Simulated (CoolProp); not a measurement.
Vapour-liquid equilibrium of R125 (1) + dimethyl ether (2) at 0.0255 MPa; x and y are mole fractions of (1).

Values from CoolProp's multi-fluid Helmholtz-energy mixture model, Lemmon 2005 and Wu 2011; pair parameters Bell 2016.

```
x     bubble temperature (K)  y at the bubble point  dew temperature at overall composition x (K)  liquid density (mol/L)
----  ----------------------  ---------------------  --------------------------------------------  ----------------------
0.05                   220.2                  0.078                                         220.4                   16.56
0.2                    218.3                  0.315                                         219.3                   15.99
0.35                   215.7                  0.548                                         218.0                   15.46
0.5                    212.3                  0.747                                         216.3                   14.96
0.65                   208.4                  0.886                                         214.2                   14.49
0.8                    204.5                  0.963                                         211.1                   14.01
0.95                   201.4                  0.995                                         205.4                   13.50
```

No azeotrope shows between x = 0.05 and 0.95.

The pair parameters rest on a limited set of measurements; away from them the model extrapolates.
